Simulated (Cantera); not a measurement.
A closed system holds: 1 mol Cu, 0.0033 mol O2, 63 mol H2, 18 mol CO2, at 150 Pa.

Equilibrium computed with Cantera from the NASA thermochemical tables; the gas is ideal and each condensed phase is pure. Candidate condensed phases: C, C6H6, C7H8, C8H18, Cu, CuO, Cu(OH)2, Cu2O, H2O; 113 gas species. Kinetics and transport are ignored.

Question: Which condensed phases are stable at each of these points (T (°C)): 625, 725, 825, 925, 1025, 1125, 1225, 1325, 1425, 1525?

Answer: 
```json
[
 {"T (°C)": "625", "condensed phases": "Cu(s)", "Cu condensed (%)": "100.0"},
 {"T (°C)": "725", "condensed phases": "Cu(s)", "Cu condensed (%)": "100.0"},
 {"T (°C)": "825", "condensed phases": "Cu(s)", "Cu condensed (%)": "100.0"},
 {"T (°C)": "925", "condensed phases": "Cu(s)", "Cu condensed (%)": "99.9"},
 {"T (°C)": "1025", "condensed phases": "Cu(s)", "Cu condensed (%)": "99.2"},
 {"T (°C)": "1125", "condensed phases": "Cu(l)", "Cu condensed (%)": "93.0"},
 {"T (°C)": "1225", "condensed phases": "Cu(l)", "Cu condensed (%)": "56.8"},
 {"T (°C)": "1325", "condensed phases": "gas only", "Cu condensed (%)": "0.0"},
 {"T (°C)": "1425", "condensed phases": "gas only", "Cu condensed (%)": "0.0"},
 {"T (°C)": "1525", "condensed phases": "gas only", "Cu condensed (%)": "0.0"}
]
```

From 625 °C to 1025 °C the condensed part is Cu(s). From 1125 °C to 1225 °C the condensed part is Cu(l). From 1325 °C to 1525 °C nothing is condensed.
